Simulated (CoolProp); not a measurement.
n-dodecane along the isobar 4.14 MPa: Z from the reference equation and from simpler models built on Tc = 385.0 °C, pc = 1.818 MPa, ω = 0.574; each cubic takes its own stable root.

Values from CoolProp's reference Helmholtz-energy equation of state, Lemmon 2004. It is a short technical equation, of lower accuracy than the large ones.

```json
[
 {"T (°C)": "196.65", "phase": "liquid", "reference": "0.2908"},
 {"T (°C)": "206.65", "phase": "liquid", "reference": "0.2885"},
 {"T (°C)": "216.65", "phase": "liquid", "reference": "0.2865"},
 {"T (°C)": "226.65", "phase": "liquid", "reference": "0.2848"},
 {"T (°C)": "236.65", "phase": "liquid", "reference": "0.2834"},
 {"T (°C)": "246.65", "phase": "liquid", "reference": "0.2822"},
 {"T (°C)": "256.75", "phase": "liquid", "reference": "0.2813"},
 {"T (°C)": "266.75", "phase": "liquid", "reference": "0.2808"},
 {"T (°C)": "276.75", "phase": "liquid", "reference": "0.2805"},
 {"T (°C)": "286.75", "phase": "liquid", "reference": "0.2806"},
 {"T (°C)": "296.75", "phase": "liquid", "reference": "0.2810"},
 {"T (°C)": "306.75", "phase": "liquid", "reference": "0.2819"},
 {"T (°C)": "316.85", "phase": "liquid", "reference": "0.2832"},
 {"T (°C)": "326.85", "phase": "liquid", "reference": "0.2849"},
 {"T (°C)": "336.85", "phase": "liquid", "reference": "0.2873"},
 {"T (°C)": "346.85", "phase": "liquid", "reference": "0.2902"}
]
```

Problem. How far does each simpler model (van der Waals, Soave-Redlich-Kwong, Peng-Robinson) lie from the reference over these 16 states: mean and median of the absolute difference, and the worst?

Solution. 
- van der Waals: mean 73.9 %, median 74.7 %, worst +81.4 % at 196.65 °C and 4.14 MPa
- Soave-Redlich-Kwong: mean 20.3 %, median 20.0 %, worst +21.7 % at 346.85 °C and 4.14 MPa
- Peng-Robinson: mean 6.8 %, median 6.5 %, worst +8.5 % at 346.85 °C and 4.14 MPa
